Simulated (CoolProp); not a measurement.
The fluid at 354.76 K and 25.6 MPa expands adiabatically to 5.02 MPa with isentropic efficiency 0.85. The same conditions are run with several fluids, on thermodynamics alone (safety and materials aside).

Values from CoolProp's reference Helmholtz-energy equation of state of each fluid (hydrogen chloride: Thol 2018; nitrous oxide: Lemmon 2006; CH3F (R41): Lemmon 2006; R404A: Lemmon 2003; CH2F2 (R32): Tillner-Roth 1997). Blends and air are pseudo-pure fits.

| fluid | work (kJ/kg) | final temperature (K) | final phase | final density (kg/m³) |
|---|---|---|---|---|
| hydrogen chloride | 27.3 | 300.8 | two-phase, vapour fraction 0.281 | 315 |
| nitrous oxide | 29.5 | 292.9 | two-phase, vapour fraction 0.441 | 283 |
| CH3F (R41) | 34.4 | 310.0 | two-phase, vapour fraction 0.201 | 338 |
| R404A | 17.9 | 336.5 | liquid | 874 |
| CH2F2 (R32) | 20.5 | 334.4 | liquid | 788 |
